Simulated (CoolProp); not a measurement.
Vapour-liquid equilibrium of R21 (1) + ethanol (2) at 418.2 K; x and y are mole fractions of (1).

Values from CoolProp's multi-fluid Helmholtz-energy mixture model, Platzer 1990 and Schroeder 2014; pair parameters Bell 2016. This equation is an older, rougher fit; its heat capacities, sound speeds and derivatives of the liquid may be far off and weren't checked against measurements.

| x | bubble pressure (bar) | y at the bubble point | dew pressure at overall composition x (bar) | liquid density (mol/L) |
|---|---|---|---|---|
| 0.05 | 14.46 | 0.385 | 9.143 | 13.93 |
| 0.125 | 20.73 | 0.567 | 9.985 | 13.42 |
| 0.2 | 24.58 | 0.635 | 10.98 | 12.91 |
| 0.275 | 26.78 | 0.667 | 12.18 | 12.41 |
| 0.35 | 28.02 | 0.685 | 13.65 | 11.92 |
| 0.425 | 28.81 | 0.698 | 15.50 | 11.44 |
| 0.5 | 29.45 | 0.710 | 17.91 | 10.98 |
| 0.575 | 30.08 | 0.726 | 21.15 | 10.56 |
| 0.65 | 30.72 | 0.747 | 25.59 | 10.19 |
| 0.725 | 31.30 | 0.776 | 30.05 | 9.882 |
| 0.8 | 31.71 | 0.816 | 31.59 | 9.656 |
| 0.875 | 31.77 | 0.869 | 31.76 | 9.519 |
| 0.95 | 31.30 | 0.940 | 31.20 | 9.463 |

y crosses x between x = 0.8 and 0.875: the model has an azeotrope there.

Pair parameters are fitted to limited data, so mixtures are less certain than the pure fluids. With so large a gap from Raoult's law the liquid may split in two, which this calculation doesn't test in full.
